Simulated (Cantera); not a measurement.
Input (Python, Cantera):

```python
import numpy as np
import cantera as ct

gas = ct.Solution("gri30.yaml")
gas.TPX = 1725, 21000, {'C3H8': 1, 'O2': 5.62, 'N2': 21.1, 'H2O': 0.66, 'H2': 0.73}
reactor = ct.IdealGasConstPressureReactor(gas, energy="on", clone=False)
net = ct.ReactorNet([reactor])
net.rtol, net.atol = 1e-08, 1e-16
show = ['C3H8', 'O2', 'H2O', 'C2H2', 'NO2']
times = np.geomspace(2e-06, 0.3, 16)

steps = ct.SolutionArray(gas, extra=["t"])
rows = []
print(f"{'t/s':>10s}{'T/K':>9s}{'P/Pa':>11s}" + "".join(f"{s:>11s}" for s in show))
for t in times:
    while net.time < t:
        t_next = net.step()
        steps.append(gas.state, t=t_next)
    rows.append([np.interp(t, steps.t, y) for y in (steps.T, steps.P, *steps(*show).X.T)])
    print(f"{t:10.3e}{rows[-1][0]:9.1f}{rows[-1][1]:11.4g}" + "".join(f"{x:11.3e}" for x in rows[-1][2:]))
rate = np.gradient(steps.T, steps.t)
print("integrator steps:", len(steps.t))
if steps.T.max() > steps.T[0] + 200:
    print(f"time of steepest temperature rise: {steps.t[rate.argmax()]:.4e} s")
gas.TPX = 1725, 21000, {'C3H8': 1, 'O2': 5.62, 'N2': 21.1, 'H2O': 0.66, 'H2': 0.73}
gas.equilibrate("HP")
print(f"equilibrium (HP): T = {gas.T:.1f} K  " + "  ".join(f"{s} {gas[s].X[0]:.3e}" for s in show))
```

Output:

```
       t/s      T/K       P/Pa       C3H8         O2        H2O       C2H2        NO2
 2.000e-06   1717.1    2.1e+04  3.336e-02  1.928e-01  2.266e-02  4.082e-08  2.224e-17
 4.427e-06   1707.3    2.1e+04  3.182e-02  1.922e-01  2.277e-02  8.528e-07  2.809e-15
 9.799e-06   1689.9    2.1e+04  2.792e-02  1.903e-01  2.353e-02  1.412e-05  2.686e-13
 2.169e-05   1679.1    2.1e+04  1.845e-02  1.836e-01  2.732e-02  1.768e-04  7.806e-12
 4.801e-05   1892.7    2.1e+04  5.679e-04  1.405e-01  5.677e-02  3.826e-03  5.050e-10
 1.063e-04   2418.1    2.1e+04 -3.234e-44  4.005e-02  1.130e-01  9.973e-18  2.540e-09
 2.352e-04   2444.7    2.1e+04  2.917e-48  3.817e-02  1.124e-01  3.183e-20  7.005e-09
 5.206e-04   2489.9    2.1e+04  4.075e-48  3.742e-02  1.150e-01  4.844e-20  2.127e-08
 1.152e-03   2564.5    2.1e+04  9.467e-48  3.603e-02  1.194e-01  9.805e-20  7.567e-08
 2.551e-03   2647.7    2.1e+04  4.102e-47  3.399e-02  1.246e-01  2.260e-19  2.860e-07
 5.646e-03   2680.5    2.1e+04  9.792e-47  3.207e-02  1.271e-01  3.345e-19  7.591e-07
 1.250e-02   2679.8    2.1e+04  1.149e-46  3.067e-02  1.275e-01  3.530e-19  1.229e-06
 2.766e-02   2679.0    2.1e+04  1.196e-46  3.021e-02  1.276e-01  3.571e-19  1.385e-06
 6.123e-02   2679.0    2.1e+04  1.198e-46  3.019e-02  1.276e-01  3.573e-19  1.391e-06
 1.355e-01   2679.0    2.1e+04  1.198e-46  3.019e-02  1.276e-01  3.573e-19  1.391e-06
 3.000e-01   2679.0    2.1e+04  1.198e-46  3.019e-02  1.276e-01  3.573e-19  1.391e-06
integrator steps: 1491
time of steepest temperature rise: 6.0042e-05 s
equilibrium (HP): T = 2679.0 K  C3H8 2.546e-46  O2 3.019e-02  H2O 1.276e-01  C2H2 3.772e-19  NO2 1.391e-06
```

Computed with Cantera and GRI-Mech 3.0 (53 species, 325 reactions). GRI-Mech 3.0 was tuned for natural gas; its chemistry of propane as a main component is partial and can be far from experiment.
